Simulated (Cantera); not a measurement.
A counterflow diffusion flame at 2.90 bar, nozzles 20 mm apart: fuel side 100 % H2 at 548 K, oxidiser side 18.0 % O2, 82.0 % N2 at 673 K, fuel mass flux 0.35 times the oxidiser's; mixture-averaged transport, no radiation.

Computed with Cantera and the H2/O2 subset of GRI-Mech 3.0, which has no nitrogen chemistry. The hydrogen kinetics of GRI-Mech 3.0 are dated; newer H2 mechanisms differ, most at raised pressure. The maximum strain rate includes the flame's own expansion and is several times the mean.

x: mole fraction; the columns are a selection and need not sum to one.

```csv
oxidiser flux (kg/m²/s),max strain (1/s),mean strain (1/s),T max (K),peak x OH,peak x H,peak x H2O,peak x HO2
1.7,1100,289,2564,0.0150,0.00855,0.255,2.55e-5
2.2,1410,374,2549,0.0154,0.00928,0.253,3.31e-5
2.7,1720,459,2538,0.0157,0.00994,0.252,3.94e-5
3.3,2100,561,2523,0.0160,0.0107,0.251,4.66e-5
4.1,2610,697,2504,0.0163,0.0115,0.250,5.56e-5
5.1,3240,867,2484,0.0166,0.0125,0.248,6.56e-5
6.4,[?],1090,2450,0.0167,0.0134,0.247,[?]
7.9,5000,1340,2425,0.0168,0.0145,0.245,8.76e-5
9.9,6220,1680,2398,0.0170,0.0158,0.244,0.000100
12,[?],2040,2373,0.0171,0.0170,0.242,[?]
```

**Question.** Complete the blanks.

**Answer.** 
- 6.4, max strain (1/s): 4060
- 6.4, peak x HO2: 7.64e-5
- 12, max strain (1/s): 7510
- 12, peak x HO2: 0.000113
